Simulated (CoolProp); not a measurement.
C3F8 (R218) along the isobar 71.9 bar: density (kg/m³) from the reference equation and from simpler models built on Tc = 71.9 °C, pc = 26.40 bar, ω = 0.317; each cubic takes its own stable root.

Values from CoolProp's reference Helmholtz-energy equation of state, Lemmon 2006. It is a short technical equation, of lower accuracy than the large ones.

```csv
T (°C),phase,reference
-7.45,liquid,1536
8.35,liquid,1474
24.25,liquid,1407
40.05,liquid,1336
55.95,liquid,1256
71.75,liquid,1168
87.65,supercritical,1066
103.45,supercritical,949.9
119.35,supercritical,823.4
135.15,supercritical,704.3
151.05,supercritical,607.7
166.85,supercritical,536.1
```

How far does each simpler model (van der Waals, Redlich-Kwong, Peng-Robinson) lie from the reference over these 12 states: mean and median of the absolute difference, and the worst?


- van der Waals: mean 21.0 %, median 24.5 %, worst -33.3 % at -7.45 °C and 71.9 bar
- Redlich-Kwong: mean 6.5 %, median 7.6 %, worst -8.1 % at 55.95 °C and 71.9 bar
- Peng-Robinson: mean 3.9 %, median 3.0 %, worst +8.1 % at -7.45 °C and 71.9 bar
